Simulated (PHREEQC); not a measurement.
3.4 g of hydrous ferric oxide (600 m²/g; 0.2 weak and 0.005 strong sites per Fe, Dzombak-Morel constants, diffuse double layer) in 1 kg of water with 0.005 mol/kgw of an inert sodium salt and 6.6 mmol/kgw NaF, at 25 °C; the pH is set by adding NaOH or the inert anion's acid. Oxygen alone is held at its pressure in air (log pO2 = -0.68). The system is closed to CO2. No solid was allowed to form.

The series has 13 steps of pH, from 3 to 9.

Equilibrium calculation in PHREEQC: ion-association model, wateq4f.dat.

### Question
Near which pH is half of the F sorbed, and on which side is more sorbed?

### Answer
Near pH 6.3, with more sorbed at lower pH.

### Question
At which pH does the surface charge pass through zero?

### Answer
Near pH 7.8.

The oxide is taken as insoluble; below pH 4 it would dissolve.
